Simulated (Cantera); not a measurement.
Stirred combustor or abatement burner

A perfectly stirred reactor is fed with 4.53 % CH₄, 0.308 % H₂, 20.0 % O₂, 75.2 % N₂, equivalence ratio 0.46, at 5.00 bar; it is adiabatic with a 500 K inlet, and is followed from long to short residence time, starting on the burning branch (τ in s: 0.074, 0.036, 0.017, 0.0083, 0.004, 0.0019, 0.00094, 0.00045, 0.00022, 0.00011, 5.1e-05).

Model: GRI-Mech 3.0 (53 species, 325 reactions), integrated in Cantera.

```tsv
τ (s)	T (K)	x CH₄	x H₂	x O₂	x HO₂	x H₂O
0.074	1566	1.98e-5	1.14e-5	0.108	2.52e-6	0.0936
0.036	1564	3.32e-5	1.93e-5	0.108	4.16e-6	0.0935
0.017	1561	5.73e-5	3.40e-5	0.109	7.10e-6	0.0934
0.0083	1556	9.85e-5	6.00e-5	0.109	1.20e-5	0.0933
0.0040	1547	0.000179	0.000112	0.109	2.11e-5	0.0929
0.0019	1524	0.000386	0.000241	0.111	4.08e-5	0.0922
0.00094	500	0.0453	0.00308	0.200	<1e-12	<1e-12
0.00045	500	0.0453	0.00308	0.200	<1e-12	<1e-12
0.00022	500	0.0453	0.00308	0.200	<1e-12	<1e-12
0.00011	500	0.0453	0.00308	0.200	<1e-12	<1e-12
5.1e-5	500	0.0453	0.00308	0.200	<1e-12	<1e-12
```
x: mole fraction; the columns are a selection and need not sum to one.
